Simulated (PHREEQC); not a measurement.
0.2 g of hydrous ferric oxide (600 m²/g; 0.2 weak and 0.005 strong sites per Fe, Dzombak-Morel constants, diffuse double layer) in 1 kg of water with 0.3 mol/kgw of an inert sodium salt and 6.7e-07 mol NaF, at 25 °C; the pH is set by adding NaOH or the inert anion's acid. Oxygen is held at 0.21 atm. CO2 from the air is kept out. Precipitation was switched off in this run.

Base run: PHREEQC, ion-association model, wateq4f.dat. Each further column changes one thing. The table gives F sorbed (%).

| pH | base | background salt from 0.3 to 0.03 mol/kgw | oxide from 0.2 to 1 g/kgw | 0.00052 mol/kgw Na2HAsO4 added |
|---|---|---|---|---|
| 4 | 45.2 | 87.3 | 80.5 | 0.1 |
| 4.5 | 43.2 | 83.1 | 79.2 | 0.1 |
| 5 | 37.2 | 74.6 | 74.8 | 0.1 |
| 5.5 | 28.4 | 60.5 | 66.4 | 0.0 |
| 6 | 18.8 | 41.8 | 53.7 | 0.0 |
| 6.5 | 10.9 | 23.4 | 37.9 | 0.0 |
| 7 | 5.6 | 10.7 | 22.8 | 0.0 |
| 7.5 | 2.6 | 4.2 | 11.7 | 0.0 |
| 8 | 1.1 | 1.6 | 5.4 | 0.0 |
| 8.5 | 0.5 | 0.6 | 2.3 | 0.0 |
| 9 | 0.2 | 0.2 | 1.0 | 0.0 |
| 9.5 | 0.1 | 0.1 | 0.4 | 0.0 |
| 10 | 0.0 | 0.0 | 0.2 | 0.0 |
